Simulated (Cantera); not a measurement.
Input: 1 mol SF6, 0.12 mol H2, 0.9 mol O2, held at 2200 K and 10000 Pa.

Equilibrium computed with Cantera from the NASA thermochemical tables; the gas is ideal and each condensed phase is pure. Candidate condensed phases: H2O, H2SO4, S; 43 gas species. The tables' values for SOF2, SF3 are old estimates; treat these amounts as uncertain. Equilibrium is a limit: real reactors are often held back by kinetics, nucleation or transport.

Base state: F 0.807, SO2 0.118, HF 0.0360, SOF2 0.0160, SF2 0.0103, O2 0.00649, SO 0.00357, SF3 0.000870 (mole fractions); condensed: gas only.

**Question.** What changes in the equilibrium state with this change: SF6 replaced by HI?

**Answer.** 
```tsv
species	before	after
I	0	0.447
H2O	<1e-9	0.268
O2	0.00649	0.261
F	0.807	0
SO2	0.118	0
HF	0.0360	0
SOF2	0.0160	0
SF2	0.0103	0
OH	3.80e-8	0.0153
SO	0.00357	0
HI	0	0.00231
H2	<1e-9	0.00189
SF3	0.000870	0
```
Further candidate phases: I2.
